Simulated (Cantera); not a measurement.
Cantera run:

```python
import numpy as np
import cantera as ct

gas_names = [...]  # 114 gases of nasa_gas.yaml made of C, Fe, H, O
cond_names = """
    C(gr) C6H6(L) C7H8(L) C8H18(L),n-octa Fe(a) Fe(c) Fe(d) Fe(L) FeC5O5(L) FeO(s) FeO(L) Fe(OH)2(s)
    Fe(OH)3(s) Fe2O3(s) Fe3O4(s) H2O(s) H2O(L)
""".split()


# ... load() reads the species with a 1 bar reference pressure and builds the phases ...
atoms = {
    'Fe3O4': {'Fe': 3, 'O': 4},
    'C': {'C': 1},
    'H2': {'H': 2},
}
top_T = {'C(gr)': 4500, 'Fe2O3(s)': 1830, 'Fe3O4(s)': 1870}  # K; cautious upper limits of use, not melting points


# ... equilibrate(T, P, feed) seeds the gas with the atoms and calls Mixture.equilibrate('TP', solver="vcs", rtol=1e-11, max_steps=5000) ...
results = []
feed = {'Fe3O4': 1, 'C': 4.9, 'H2': 1.2}  # mol
T = 1498.15  # K
P = 10000  # Pa
mix = equilibrate(T, P, feed)
results.append((T, P, feed, dict(zip(mix.species_names, mix.species_moles))))
x = sorted(zip(gas.X, gas.species_names), reverse=True)
print(f"T = {T:g} K  P = {P:g} Pa  gas = {mix.phase_moles(0):.4g} mol")
print("   x: " + "  ".join(f"{s} {v:.3e}" for v, s in x if v > 0.001))
print("   condensed (mol): " + ("  ".join(f"{mix.phase(i).name} {mix.phase_moles(i):.4g}"
      for i in range(1, mix.n_phases) if mix.phase_moles(i) > 1e-12) or "none"))
```

Result:

```
T = 1498.15 K  P = 10000 Pa  gas = 5.2 mol
   x: CO 7.692e-01  H2 2.307e-01
   condensed (mol): C(gr) 0.9003  Fe(c) 3
```

These are equilibrium values from Cantera (NASA tables, ideal gas, pure condensed phases), not measurements of a reactor. Iron dissolves carbon and melts from about 1420 K in contact with it, which pure phases cannot show. Condensed phases not in the tables: cementite and carbon dissolved in iron.
